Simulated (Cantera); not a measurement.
Cantera with NASA thermochemical tables; ideal gases at 1 bar, condensed phases pure. Values are per mole of reaction as written; species without (g) are pure solids or liquids, kept so even where they would boil at 1 bar.

3 S₂(g) + 8 HF(g) ⇌ 4 H₂S(g) + 2 SF₄(g), with ΔH° = 186.8 kJ and ΔS° = -653.0 J/K at 300 K.

Problem. How far is the shortcut ΔG° ≈ ΔH°(300 K) − T·ΔS°(300 K) from the full temperature-dependent value at 1425, 1525, 1625, 1725, 1825 K?

Solution. 
```
T (K)  shortcut (kJ)  full (kJ)  difference (kJ)  difference in log10 K
-----  -------------  ---------  ---------------  ---------------------
1425          1117.3     1116.8              0.5                  -0.02
1525          1182.6     1180.2              2.4                  -0.08
1625          1247.9     1243.4              4.6                  -0.15
1725          1313.2     1306.2              7.0                  -0.21
1825          1378.5     1368.8              9.7                  -0.28
```
The shortcut ignores the heat-capacity change of the reaction.
